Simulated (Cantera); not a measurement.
Feed: 1 mol Cu2O, 2.7 mol C, 4.7 mol N2, equilibrated at 84.0 mbar.

Method: chemical equilibrium by Gibbs-energy minimisation in Cantera with the NASA 1993 tables (ideal gas, pure condensed phases). Candidate condensed phases: C, Cu, CuO, Cu2O; 27 gas species. Equilibrium is a limit: real reactors are often held back by kinetics, nucleation or transport.

x: gas mole fraction; n: condensed amount in mol.

```tsv
T (K)	x N2	x Cu	x CO	x Cu2	n C(graphite)	n Cu(l)
1398	0.825	1.54e-5	0.175	[?]	1.70	2.00
1548	0.824	0.000214	0.175	[?]	1.70	2.00
1698	0.823	0.00184	0.175	[?]	1.70	1.99
1848	0.815	0.0111	0.173	[?]	1.70	1.94
1998	0.783	0.0503	0.167	[?]	1.70	1.70
2148	0.672	0.184	0.143	0.00121	1.70	0.697
2298	0.611	0.258	0.130	0.00116	1.70	0
```

Problem. Fill in the missing entries.

Solution. 
- 1398, x Cu2: 2.97e-9
- 1548, x Cu2: 1.13e-7
- 1698, x Cu2: 2.21e-6
- 1848, x Cu2: 2.59e-5
- 1998, x Cu2: 0.000207
